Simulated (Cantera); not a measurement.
Feed: 1 mol Al, 0.14 mol NH₃, a varied amount of H₂, equilibrated at 1725 °C and 7.50 Torr.

These are equilibrium values from Cantera (NASA tables, ideal gas, pure condensed phases), not measurements of a reactor. Candidate condensed phases: Al, AlN; 13 gas species. Rates play no part.

**Question.** At 170 mol H₂, list the 4 most abundant gas species with their mole fractions, and the condensed phases.

**Answer.** H₂ 0.978, H 0.0159, Al 0.00564, N₂ 0.000405. Condensed: gas only.
